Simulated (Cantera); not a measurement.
A closed system holds: 1 mol CF₄, 1.7 mol HCl, 1.6 mol H₂, held at 30.0 mbar.

Equilibrium computed with Cantera from the NASA thermochemical tables; the gas is ideal and each condensed phase is pure. Candidate condensed phases: C, C₆H₆, C₇H₈, C₈H₁₈; 118 gas species. Rates play no part.

Problem. At 1427 °C, list the 6 most abundant gas species with their mole fractions, and the condensed phases.

Solution. HF 0.709, HCl 0.161, Cl 0.118, Cl₂ 0.0114, CF₄ 0.000216, F 6.58e-5. Condensed: C(graphite).
